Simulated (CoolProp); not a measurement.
Vapour-liquid equilibrium of R134a (1) + R141b (2) at 58.75 °C; x and y are mole fractions of (1).

Values from CoolProp's multi-fluid Helmholtz-energy mixture model, Tillner-Roth 1994 and Lemmon 2006; pair parameters Bell 2016.

Question: Give the bubble pressure and the first vapour's composition at x = 0.05, 0.2, 0.95. Is there an azeotrope?

Answer: x = 0.05: 0.3309 MPa, y = 0.298; x = 0.2: 0.5925 MPa, y = 0.640; x = 0.95: 1.562 MPa, y = 0.980. No azeotrope shows between x = 0.05 and 0.95.

The pair parameters rest on a limited set of measurements; away from them the model extrapolates.
